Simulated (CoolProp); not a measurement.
Properties of hexamethyldisiloxane (MM) at several states.

Computed with CoolProp (reference Helmholtz-energy equation of state, Thol 2016).

```
T (K)  p (bar)   phase  density (kg/m³)  cp (kJ/(kg K))  fugacity coefficient
-----  -------  ------  ---------------  --------------  --------------------
440.9    0.781     gas            3.552           1.883                0.9746
482.3     1.41     gas            5.914           1.989                0.9665
288.9     15.7  liquid            771.5           1.873              0.002488
582.8    0.375     gas            1.262           2.196                0.9954
390.7     33.9  liquid            665.1           2.146               0.05608
```
